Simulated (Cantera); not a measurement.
# Ignition delay

Mixture: H2 : O2 : N2 = 1 : 0.617 : 3.95 (molar parts), at 270 Torr, adiabatic and at constant volume. Ignition delay is the time to a rise of 400 K.

Detailed kinetics in Cantera: GRI-Mech 3.0 (53 species, 325 reactions). Where the delays flatten at high temperature, the 400 K rule measures the pace of heat release, not the induction time.

```tsv
T0 (K)	delay (ms)
1300	0.150
1375	0.134
1450	0.128
1525	0.130
1600	0.137
1675	0.149
1750	0.165
1825	0.184
```
